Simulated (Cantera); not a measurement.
## Equilibrium for fluorocarbon and chlorocarbon gases: CH3F + CH4

Feed: 1 mol CH3F, 0.16 mol CH4, held at 0.120 Torr.

Method: chemical equilibrium by Gibbs-energy minimisation in Cantera with the NASA 1993 tables (ideal gas, pure condensed phases). Candidate condensed phases: C, C6H6, C7H8, C8H18; 95 gas species. Equilibrium is a limit: real reactors are often held back by kinetics, nucleation or transport.

```csv
T (K),x H,x HF,x C,x F,x H2,x C3,x C2,n C(graphite)
2400,0.512,0.318,0.000248,0.00157,0.166,0.000613,5.54e-5,1.14
2550,0.634,0.282,0.00204,0.00642,0.0661,0.00666,0.000619,1.07
2700,0.650,0.228,0.0132,0.0240,0.0209,0.0550,0.00527,0.384
2850,0.650,0.157,0.0396,0.0662,0.00715,0.0643,0.0113,0
3000,0.654,0.0807,0.0858,0.119,0.00275,0.0387,0.0145,0
3150,0.642,0.0322,0.144,0.151,0.00110,0.0143,0.0128,0
3300,0.631,0.0122,0.181,0.163,0.000478,0.00278,0.00700,0
3450,0.628,0.00486,0.194,0.169,0.000228,0.000406,0.00303,0
```
x: gas mole fraction; n: condensed amount in mol.

From 2400 K to 2700 K the condensed part is C(graphite). From 2850 K to 3450 K nothing is condensed. The main C-bearing gas is C2H2 (acetylene) at 2400 K and C at 3450 K.
